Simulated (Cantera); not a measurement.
Feed: 1 mol Mg(OH)₂, 0.02 mol CO₂, 3.5 mol H₂, equilibrated at 1850 K and 17.0 Pa.

Cantera equilibrium calculation (NASA polynomials, part measured and part estimated; ideal gas, pure solids and liquids). Candidate condensed phases: C, C₆H₆, C₇H₈, C₈H₁₈, H₂O, Mg, MgCO₃, MgO, Mg(OH)₂; 116 gas species. Equilibrium is a limit: real reactors are often held back by kinetics, nucleation or transport.

Base state: H₂ 0.695, H₂O 0.240, H 0.0344, Mg 0.0253, CO 0.00390, OH 0.000879, CO₂ 0.000335, MgOH 8.20e-5 (mole fractions); condensed: MgO(s).

Q: What changes in the equilibrium state with this change: temperature from 1850 K to 2125 K?

A: 
```json
[
 {"species": "H₂", "before": "0.695", "after": "0.344"},
 {"species": "H₂O", "before": "0.240", "after": "0.300"},
 {"species": "H", "before": "0.0344", "after": "0.163"},
 {"species": "Mg", "before": "0.0253", "after": "0.162"},
 {"species": "OH", "before": "0.000879", "after": "0.0177"},
 {"species": "O₂", "before": "5.04e-6", "after": "0.00221"},
 {"species": "O", "before": "3.32e-5", "after": "0.00596"},
 {"species": "MgO", "before": "4.99e-6", "after": "0.000363"},
 {"species": "MgO(s), mol", "before": "0.880", "after": "0"}
]
```
The tables' values for MgH are old estimates; treat these amounts as uncertain.
